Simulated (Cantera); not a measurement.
A closed system holds: 1 mol BN, 2.9 mol N2, held at 1.00 Torr.

These are equilibrium values from Cantera (NASA tables, ideal gas, pure condensed phases), not measurements of a reactor. Candidate condensed phases: B, BN; 5 gas species. The numbers say what is thermodynamically allowed, not how fast it happens. All values below are at 1923 K.

Base state: N2 1.000 (mole fractions); condensed: BN(s).

### Question
What changes in the equilibrium state with this change: 0.0033 mol H2O added?

### Answer
```
species     before     after
----------  ------  --------
N2           1.000     0.997
BO               0   0.00102
H2               0  0.000747
H                0  0.000705
HBO              0   6.93e-5
B2O2             0   1.97e-5
BN(s), mol   1.000     0.997
```
Further candidate phases: B2O3, B3O3H3, H2O.
